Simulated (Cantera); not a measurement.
A Cantera script and what it prints.

```python
import numpy as np
import cantera as ct

gas_names = [...]  # 110 gases of nasa_gas.yaml made of C, H, O
cond_names = """
    C(gr) C6H6(L) C7H8(L) C8H18(L),n-octa H2O(s) H2O(L)
""".split()


# ... load() reads the species with a 1 bar reference pressure and builds the phases ...
atoms = {
    'CH4': {'C': 1, 'H': 4},
    'H2O': {'H': 2, 'O': 1},
}
top_T = {'C(gr)': 4500}  # K; cautious upper limits of use, not melting points


# ... equilibrate(T, P, feed) seeds the gas with the atoms and calls Mixture.equilibrate('TP', solver="vcs", rtol=1e-11, max_steps=5000) ...
results = []
feed = {'CH4': 1, 'H2O': 0.1}  # mol
T = 1073.15  # K
P = 3100000  # Pa
mix = equilibrate(T, P, feed)
results.append((T, P, feed, dict(zip(mix.species_names, mix.species_moles))))
print(gas.report(threshold=1e-06))
for i in range(1, mix.n_phases):
    print(f"{mix.phase(i).name:16s} {mix.phase_moles(i):12.5e} mol")
```

Result:

```
       temperature   1073.2 K
          pressure   3.1e+06 Pa
           density   3.1077 kg/m^3
  mean mol. weight   8.9447 kg/kmol
   phase of matter   gas

                          1 kg             1 kmol
                     ---------------   ---------------
          enthalpy       -1.2813e+06       -1.1461e+07  J
   internal energy       -2.2788e+06       -2.0383e+07  J
           entropy             20829        1.8631e+05  J/K
    Gibbs function       -2.3633e+07       -2.1139e+08  J
 heat capacity c_p            5551.6             49657  J/K
 heat capacity c_v            4622.1             41343  J/K

                      mass frac. Y      mole frac. X     chem. pot. / RT
                     ---------------   ---------------   ---------------
               CH4           0.72338           0.40332           -31.386
                CO          0.062175          0.019855           -38.661
               CO2         0.0084444         0.0017163           -75.696
              C2H4        2.2235e-05        7.0893e-06           -33.011
              C2H6        0.00033048        9.8306e-05           -47.891
                H2           0.12001           0.53249            -14.88
               H2O          0.085635          0.042519           -51.916
     [ +103 minor]        1.7609e-06        4.5175e-07

C(gr)             3.54023e-01 mol
```

These are equilibrium values from Cantera (NASA tables, ideal gas, pure condensed phases), not measurements of a reactor. The ideal-gas law is rough above about 30 bar.
